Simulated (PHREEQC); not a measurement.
Consider water at 12 °C with 0.00014 mol/kgw CdSO4 and 6.3e-08 mol/kgw Ca(HCO3)2. Closed to the air; pH follows from the charge balance.

Equilibrium calculation in PHREEQC: ion-association model, phreeqc.dat.

No solid was allowed to form.

Question: Estimate the pH.

Answer: pH 7.12.

Question: In which forms is S present?

Answer: SO4-2 97 %, CdSO4 2.8 % of the S.

Constants without temperature data keep their 25 °C values here.
